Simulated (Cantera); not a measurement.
A closed system holds: 1 mol Si, 2.2 mol HCl, 1.6 mol H₂, equilibrated at 573.15 K and 1.70 bar.

Method: chemical equilibrium by Gibbs-energy minimisation in Cantera with the NASA 1993 tables (ideal gas, pure condensed phases). Candidate condensed phases: Si; 19 gas species. Equilibrium is a limit: real reactors are often held back by kinetics, nucleation or transport.

Problem. What is the equilibrium state?

Solution. 
```json
{
  "x(H₂)": "0.806",
  "x(SiCl₄)": "0.112",
  "x(SiHCl₃)": "0.0790",
  "x(SiH₂Cl₂)": "0.00255",
  "x(HCl)": "1.62e-5",
  "x(SiH₃Cl)": "1.56e-5",
  "n(Si(s))": "0.383 mol",
  "gas_amount": "3.183 mol"
}
```
